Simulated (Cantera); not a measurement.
A Cantera script and its output.

```python
import numpy as np
import cantera as ct

gas = ct.Solution("SiF4_NH3_mec.yaml", "gas")
gas.TPX = 2373, 180000, {'NH3': 1, 'N2': 0.14}
inlet = ct.Reservoir(gas, clone=True)

reactor = ct.IdealGasConstPressureReactor(gas, energy="off", clone=False)
exhaust = ct.Reservoir(gas, clone=True)
tau = [3.2, 1.3, 0.49, 0.19, 0.076, 0.03, 0.012, 0.0046, 0.0018][0]
for a, b in ((inlet, reactor), (reactor, exhaust)):
    ct.MassFlowController(a, b, mdot=lambda t: reactor.mass / tau)
net = ct.ReactorNet([reactor])
show = ['NH3', 'N', 'H2', 'N2H2', 'N2H4']

rows = []
print(f"{'tau/s':>10s}{'T/K':>9s}" + "".join(f"{s:>11s}" for s in show))
for tau in [3.2, 1.3, 0.49, 0.19, 0.076, 0.03, 0.012, 0.0046, 0.0018]:
    net.initial_time = 0.0
    net.advance(30 * tau)
    before = gas.X
    net.advance(40 * tau)
    drift = np.max(np.abs(gas.X - before) / (gas.X + 1e-9))
    rows.append([gas.T, *gas[show].X, drift])
    print(f"{tau:10.3e}{gas.T:9.1f}" + "".join(f"{x:11.3e}" for x in gas[show].X))
```

Output:

```
     tau/s      T/K        NH3          N         H2       N2H2       N2H4
 3.200e+00   2373.0  4.557e-04  2.233e-06  6.932e-01  1.493e-09  2.210e-11
 1.300e+00   2373.0  7.301e-04  3.448e-06  6.931e-01  3.692e-09  5.539e-11
 4.900e-01   2373.0  1.257e-03  5.387e-06  6.928e-01  9.990e-09  1.541e-10
 1.900e-01   2373.0  2.307e-03  7.822e-06  6.925e-01  2.703e-08  4.451e-10
 7.600e-02   2373.0  4.858e-03  9.888e-06  6.914e-01  7.443e-08  1.411e-09
 3.000e-02   2373.0  1.252e-02  1.053e-05  6.866e-01  2.165e-07  5.246e-09
 1.200e-02   2373.0  3.272e-02  1.042e-05  6.715e-01  6.039e-07  1.909e-08
 4.600e-03   2373.0  8.250e-02  1.029e-05  6.323e-01  1.664e-06  6.711e-08
 1.800e-03   2373.0  1.838e-01  9.942e-06  5.515e-01  4.161e-06  2.024e-07
```

Cantera simulation using the gas-phase N/H chemistry of the illustrative SiF4/NH3 mechanism in the Surface Chemkin manual (1991); the numbers are that mechanism's predictions, not measurements. Walls and surfaces, which speed up NH3 decomposition in real reactors, are not modelled.
